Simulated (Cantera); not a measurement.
An adiabatic, constant-volume homogeneous reactor starts with H2 : O2 : N2 = 1 : 0.758 : 2.85 (molar parts), at 1150 K and 100000 Pa. Integrator tolerance rtol = 1e-08.

Model: the H2/O2 subset of GRI-Mech 3.0, which has no nitrogen chemistry, integrated in Cantera.

Q: What does this change do: pressure from 100000 Pa to 140000 Pa?

A: 
| quantity | before | after |
|---|---|---|
| time of steepest temperature rise | 60.9 µs | 46.0 µs |
| temperature at 0.800 s | 2740 K | 2760 K |
| equilibrium temperature | 2740 K | 2760 K |
| x(H2) at 0.800 s | 0.0104 (gas-phase equilibrium 0.0104) | 0.00959 (gas-phase equilibrium 0.00959) |
| x(O2) at 0.800 s | 0.0582 (gas-phase equilibrium 0.0582) | 0.0582 (gas-phase equilibrium 0.0582) |
| x(OH) at 0.800 s | 0.0251 (gas-phase equilibrium 0.0251) | 0.0244 (gas-phase equilibrium 0.0244) |
| x(HO2) at 0.800 s | 1.71e-5 (gas-phase equilibrium 1.71e-5) | 1.95e-5 (gas-phase equilibrium 1.95e-5) |
| x(O) at 0.800 s | 0.00703 (gas-phase equilibrium 0.00703) | 0.00644 (gas-phase equilibrium 0.00644) |
